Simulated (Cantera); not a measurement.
Cantera run, input and output.

```python
import numpy as np
import cantera as ct

gas = ct.Solution("gri30.yaml")
gas.TPX = 1800, 40, {'C2H4': 1, 'H2': 18}
inlet = ct.Reservoir(gas, clone=True)

reactor = ct.IdealGasConstPressureReactor(gas, energy="off", clone=False)
exhaust = ct.Reservoir(gas, clone=True)
tau = [1.3, 0.44, 0.15, 0.054, 0.019, 0.0067, 0.0023, 0.00082, 0.00029, 0.0001][0]
for a, b in ((inlet, reactor), (reactor, exhaust)):
    ct.MassFlowController(a, b, mdot=lambda t: reactor.mass / tau)
net = ct.ReactorNet([reactor])
show = ['C2H4', 'H2', 'C2H2', 'C2H', 'CH3', 'CH2']

rows = []
print(f"{'tau/s':>10s}{'T/K':>9s}" + "".join(f"{s:>11s}" for s in show))
for tau in [1.3, 0.44, 0.15, 0.054, 0.019, 0.0067, 0.0023, 0.00082, 0.00029, 0.0001]:
    net.initial_time = 0.0
    net.advance(30 * tau)
    before = gas.X
    net.advance(40 * tau)
    drift = np.max(np.abs(gas.X - before) / (gas.X + 1e-9))
    rows.append([gas.T, *gas[show].X, drift])
    print(f"{tau:10.3e}{gas.T:9.1f}" + "".join(f"{x:11.3e}" for x in gas[show].X))
```

Output:

```
     tau/s      T/K       C2H4         H2       C2H2        C2H        CH3        CH2
 1.300e+00   1800.0  7.537e-03  9.495e-01  4.283e-02  5.411e-08  1.459e-08  2.220e-09
 4.400e-01   1800.0  1.881e-02  9.490e-01  3.213e-02  2.298e-08  8.674e-09  3.126e-09
 1.500e-01   1800.0  3.363e-02  9.483e-01  1.805e-02  6.772e-09  6.536e-09  2.907e-09
 5.400e-02   1800.0  4.413e-02  9.478e-01  8.077e-03  1.335e-09  4.652e-09  1.644e-09
 1.900e-02   1800.0  4.937e-02  9.475e-01  3.093e-03  1.924e-10  3.007e-09  6.516e-10
 6.700e-03   1800.0  5.145e-02  9.474e-01  1.124e-03  2.510e-11  1.623e-09  2.087e-10
 2.300e-03   1800.0  5.222e-02  9.474e-01  3.902e-04  2.995e-12  5.606e-10  5.081e-11
 8.200e-04   1800.0  5.248e-02  9.474e-01  1.396e-04  3.816e-13  1.118e-10  9.677e-12
 2.900e-04   1800.0  5.258e-02  9.474e-01  4.944e-05  4.927e-14  1.224e-11  1.384e-12
 1.000e-04   1800.0  5.261e-02  9.474e-01  1.705e-05  6.953e-15  8.317e-13  1.579e-13
```

Model: GRI-Mech 3.0 (53 species, 325 reactions), integrated in Cantera. GRI-Mech 3.0 was tuned for natural gas; its chemistry of ethylene as a main component is partial and can be far from experiment. GRI-Mech 3.0 stops at C3 and has no aromatics, soot or wall deposition, so with more carbon than oxygen in the feed, carbon stays in small species such as C2H2 where larger ones or solid carbon would form. Radical loss at walls, strong at low pressure, is not modelled.
